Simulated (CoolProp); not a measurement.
Vapour-liquid equilibrium of isohexane (1) + n-heptane (2) at 0.233 MPa; x and y are mole fractions of (1).

Values from CoolProp's multi-fluid Helmholtz-energy mixture model, Lemmon 2006 and Span 2003; pair parameters Bell 2016.

```csv
x,"bubble temperature, mixture model (K)","bubble temperature, Raoult's law (K)","y, mixture model","y, Raoult's law"
0.05,399.7,399.5,0.110,0.121
0.2,…,391.1,…,0.403
0.35,…,383.9,0.572,0.599
0.5,378.4,377.7,…,0.740
0.65,372.9,372.4,…,0.844
0.8,367.9,367.6,0.915,0.923
0.95,363.5,363.4,0.981,0.983
```

Q: What belongs in the gaps?

A: 
- 0.2, bubble temperature, mixture model (K): 391.6
- 0.2, y, mixture model: 0.377
- 0.35, bubble temperature, mixture model (K): 384.6
- 0.5, y, mixture model: 0.718
- 0.65, y, mixture model: 0.830

The largest gap from Raoult's law is +0.7 K in bubble temperature, at x = 0.35. No azeotrope shows between x = 0.05 and 0.95.

The pair parameters rest on a limited set of measurements; away from them the model extrapolates.
